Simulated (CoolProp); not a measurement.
Model: reference Helmholtz-energy equation of state, Smukala 2000, in CoolProp.

Problem. Give the vapour pressure (MPa), enthalpy of vaporisation (kJ/kg), vapour Z, surface tension (mN/m) of saturated ethylene at 171.6, 181.8 K.

Solution. 
```
T (K)  p (MPa)  enthalpy of vaporisation (kJ/kg)  vapour Z  surface tension (mN/m)
-----  -------  --------------------------------  --------  ----------------------
171.6    0.115                               479     0.964                    16.0
181.8    0.199                               464     0.946                    14.3
```

Surface tension comes from a separate correlation (Mulero 2012).
